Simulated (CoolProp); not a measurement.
Properties of dodecamethylpentasiloxane (MD3M) along the isotherm 620 K (Tc = 628.0 K, pc = 954.0 kPa, ω = 0.730).

The numbers come from the reference Helmholtz-energy equation of state, Thol 2019 in CoolProp.

```csv
p (kPa),phase,cp (kJ/(kg K)),isothermal compressibility (1/MPa),expansivity (1/kK),fugacity coefficient
179,gas,…,6.072,2.217,…
358,gas,2.163,3.404,3.205,0.8585
537,gas,2.232,2.704,5.121,…
715,gas,…,2.866,10.60,0.7203
894,liquid,3.016,0.5924,18.32,…
1070,liquid,2.670,0.2479,9.524,0.5479
1250,liquid,2.567,0.1612,7.045,0.4831
1430,liquid,2.513,0.1210,5.806,0.4346
```

Q: Fill in the missing entries.

A: 
- 179, cp (kJ/(kg K)): 2.126
- 179, fugacity coefficient: 0.9284
- 537, fugacity coefficient: 0.7894
- 715, cp (kJ/(kg K)): 2.424
- 894, fugacity coefficient: 0.6362
